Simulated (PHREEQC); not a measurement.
Make-up at 25 °C: 0.002 mol/kgw CdSO4, 0.0083 mol/kgw NaCl and 7.5e-05 mol/kgw HCl. Closed to the air; pH follows from the charge balance.

Equilibrium calculation in PHREEQC: ion-association model, phreeqc.dat.

The ionic strength comes out as 0.0142 mol/kgw. What activity coefficients do Cd(SO4)2-2, Na+, CdCl+, HSO4-, H+ get?

Cd(SO4)2-2 0.62, Na+ 0.89, CdCl+ 0.89, HSO4- 0.89, H+ 0.90.

No solid was allowed to form.
